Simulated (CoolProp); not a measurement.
Saturated liquid density (kg/m³) of carbonyl sulfide: the reference equation beside estimates from Tc = 378.8 K, pc = 6.369 MPa, ω = 0.098. Rackett uses Z = 0.29056 − 0.08775 ω.

Computed with CoolProp (reference Helmholtz-energy equation of state, Lemmon 2006). It is a short technical equation, of lower accuracy than the large ones.

```
T (K)  reference  Rackett  van der Waals  Peng-Robinson
-----  ---------  -------  -------------  -------------
232.7       1153     1130          741.5           1236
242.3       1132     1109          728.0           1212
252         1110     1088          713.8           1186
261.6       1087     1065          699.0           1159
271.2       1063     1042          683.6           1130
280.8       1038     1018          667.4           1099
290.4       1012    993.3          650.3           1066
300        984.9    966.8          632.1           1030
309.6      955.6    938.8          612.7          990.6
319.2      924.0    908.7          591.8          947.9
328.8      889.6    876.1          569.0          900.8
338.5      851.1    839.7          543.6          847.6
348.1      807.6    798.8          515.2          787.6
```

Absolute difference from the reference over all 13 rows, mean and median: Rackett 1.8 and 1.8 %, van der Waals 35.8 and 35.7 %, Peng-Robinson 4.6 and 5.3 %.
